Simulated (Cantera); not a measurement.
A Cantera script and what it prints.

```python
import numpy as np
import cantera as ct

gas_names = [...]  # 123 gases of nasa_gas.yaml made of C, H, O, Si
cond_names = """
    C(gr) C6H6(L) C7H8(L) C8H18(L),n-octa H2O(s) H2O(L) Si(cr) Si(L) SiC(b) SiO2(Lqz) SiO2(hqz) SiO2(L)
""".split()


# ... load() reads the species with a 1 bar reference pressure and builds the phases ...
atoms = {
    'TEOS': {'Si': 1, 'C': 8, 'H': 20, 'O': 4},
    'O3': {'O': 3},
}
top_T = {'C(gr)': 4500, 'SiC(b)': 3050}  # K; cautious upper limits of use, not melting points


# ... equilibrate(T, P, feed) seeds the gas with the atoms and calls Mixture.equilibrate('TP', solver="vcs", rtol=1e-11, max_steps=5000) ...
results = []
feed = {'TEOS': 1, 'O3': 2}  # mol
T = 1800  # K
P = 133.322  # Pa
mix = equilibrate(T, P, feed)
results.append((T, P, feed, dict(zip(mix.species_names, mix.species_moles))))
print(gas.report(threshold=1e-05))
for i in range(1, mix.n_phases):
    print(f"{mix.phase(i).name:16s} {mix.phase_moles(i):12.5e} mol")
```

It prints:

```
       temperature   1800 K
          pressure   133.32 Pa
           density   0.00013366 kg/m^3
  mean mol. weight   15.004 kg/kmol
   phase of matter   gas

                          1 kg             1 kmol
                     ---------------   ---------------
          enthalpy       -5.7891e+05       -8.6861e+06  J
   internal energy       -1.5764e+06       -2.3652e+07  J
           entropy             18853        2.8287e+05  J/K
    Gibbs function       -3.4514e+07       -5.1786e+08  J
 heat capacity c_p            2341.2             35128  J/K
 heat capacity c_v            1787.1             26814  J/K

                      mass frac. Y      mole frac. X     chem. pot. / RT
                     ---------------   ---------------   ---------------
                CO           0.78967             0.423           -42.215
               CO2          0.016766         0.0057161           -69.205
                 H        0.00046874         0.0069772           -13.225
                H2          0.068023           0.50627           -26.451
               H2O          0.031378          0.026134           -53.441
                OH        2.6959e-05        2.3784e-05           -40.216
               SiO          0.093649          0.031874           -46.059
     [ +116 minor]        1.6645e-05        4.3482e-06

C(gr)             0.00000e+00 mol
Si(L)             0.00000e+00 mol
SiC(b)            0.00000e+00 mol
SiO2(L)           4.05150e-01 mol
```

Equilibrium computed with Cantera from the NASA thermochemical tables; the gas is ideal and each condensed phase is pure. The feed counts by its element totals alone. The tables hold silica as quartz up to 1696 K and as liquid above; real silica turns to tridymite and cristobalite and melts near 1996 K.
